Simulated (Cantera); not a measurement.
An isothermal, constant-pressure homogeneous reactor starts with 5.26 % CH4, 94.7 % N2, at 1575 K and 430 Pa.

Computed with Cantera and GRI-Mech 3.0 (53 species, 325 reactions). GRI-Mech 3.0 stops at C3 and has no aromatics, soot or wall deposition, so with more carbon than oxygen in the feed, carbon stays in small species such as C2H2 where larger ones or solid carbon would form. Radical loss at walls, strong at low pressure, is not modelled.

x: mole fraction; the columns are a selection and need not sum to one.

```tsv
t (s)	x CH4	x CH2	x H2	x HCN	x C2H	x CH3	x C2H4
7.00e-5	0.0526	<1e-12	3.94e-9	<1e-12	<1e-12	2.74e-8	<1e-12
0.000367	0.0526	<1e-12	6.96e-8	<1e-12	<1e-12	1.93e-7	<1e-12
0.00192	0.0526	2.46e-12	5.83e-7	<1e-12	<1e-12	1.23e-6	1.11e-11
0.0101	0.0526	4.71e-11	3.33e-6	<1e-12	<1e-12	6.71e-6	2.25e-9
0.0529	0.0526	1.09e-9	1.84e-5	<1e-12	<1e-12	3.54e-5	3.41e-7
0.277	0.0523	2.61e-8	0.000196	9.14e-12	1.63e-11	0.000183	4.58e-5
1.45	0.0431	2.80e-7	0.0113	1.24e-8	(withheld)	0.000587	0.00188
7.63	0.0129	1.70e-7	0.0562	5.32e-7	(withheld)	0.000233	0.000157
40.0	0.00126	5.72e-8	0.0731	3.08e-6	(withheld)	4.05e-5	3.55e-6
```

Q: Fill in the missing entries.

A: 
- 1.45, x C2H: 6.42e-9
- 7.63, x C2H: 4.96e-8
- 40.0, x C2H: 1.13e-7
